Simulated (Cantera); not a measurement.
A closed system holds: 1 mol SiO2, 0.18 mol C, 1.5 mol N2, held at 10.0 mbar.

Equilibrium computed with Cantera from the NASA thermochemical tables; the gas is ideal and each condensed phase is pure. Candidate condensed phases: C, Si, SiC, SiO2, Si2N2O, Si3N4; 34 gas species. The tables hold silica as quartz up to 1696 K and as liquid above; real silica turns to tridymite and cristobalite and melts near 1996 K. Rates play no part.

Over these rows the condensed part is SiO2(l). Partial pressures as log10 of bar:

```json
[
 {"T (K)": "2025", "1000/T (1/K)": "0.4938", "log p CO2": "-4.66", "log p N2": "-2.09", "log p SiO": "-3.01", "log p CO": "-3.03"},
 {"T (K)": "2100", "1000/T (1/K)": "0.4762", "log p CO2": "-4.24", "log p N2": "-2.10", "log p SiO": "-2.99", "log p CO": "-3.04"},
 {"T (K)": "2175", "1000/T (1/K)": "0.4598", "log p CO2": "-3.89", "log p N2": "-2.10", "log p SiO": "-2.96", "log p CO": "-3.08"},
 {"T (K)": "2250", "1000/T (1/K)": "0.4444", "log p CO2": "?", "log p N2": "-2.11", "log p SiO": "-2.92", "log p CO": "-3.16"},
 {"T (K)": "2325", "1000/T (1/K)": "0.4301", "log p CO2": "-3.45", "log p N2": "-2.13", "log p SiO": "-2.83", "log p CO": "-3.27"},
 {"T (K)": "2400", "1000/T (1/K)": "0.4167", "log p CO2": "-3.43", "log p N2": "-2.20", "log p SiO": "-2.66", "log p CO": "-3.41"}
]
```

Question: Fit log p(CO2) = a + b·(1000/T) to the five rows, give the apparent enthalpy, and predict the row at 2250 K.

Answer: Means: 1000/T = 0.4553, log p = -3.934. Sxy = -0.065800, Sxx = 0.0040643, so b = -16.19 and a = -3.934 − (-16.19)×0.4553 = 3.44.
Apparent enthalpy: −19.145 × (-16.19) = 310 kJ/mol. With the condensed phases at unit activity, SiO2(l) + CO(g) = CO2(g) + SiO(g) links this pressure to the main gases: over the six rows their terms move log p by -0.73 in all, so the slope isn't that reaction's ΔH° alone. The five rows lie within 0.12 of the line; that is curvature, so one enthalpy describes this range poorly.
Prediction at 2250 K: 3.44 + (-16.19)×0.4444 = -3.75. The computed value is -3.62, 0.13 from the line.
